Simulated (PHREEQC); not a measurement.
Make-up at 70 °C: 0.25 mol/kgw H2SO4 and 9.8e-05 mol/kgw CuSO4. Closed to the air; pH follows from the charge balance.

The numbers come from PHREEQC with the ion-association model, wateq4f.dat.

```tsv
quantity	before	after
pH	0.70	0.41
SO4-2 (mol/kgw)	0.0116	0.0152
Cu+2 (mol/kgw)	8.28e-5	8.60e-5
CuSO4 (mol/kgw)	1.52e-5	1.20e-5
SI of Chalcanthite (CuSO4:5H2O)	-4.74	-4.83
SI of Tenorite (CuO)	-9.42	-10.06
```

Question: Name the change that produced these shifts.
(A) H2SO4 from 0.25 to 0.05 mol/kgw
(B) 0.042 mol/kgw HBr added
(C) H2SO4 from 0.25 to 0.5 mol/kgw
(D) 0.023 mol/kgw TMAH added
(E) diluted 10-fold with water

Answer: C, H2SO4 from 0.25 to 0.5 mol/kgw

This is a speciation only: nothing precipitates in the calculation. Constants without temperature data keep their 25 °C values here.
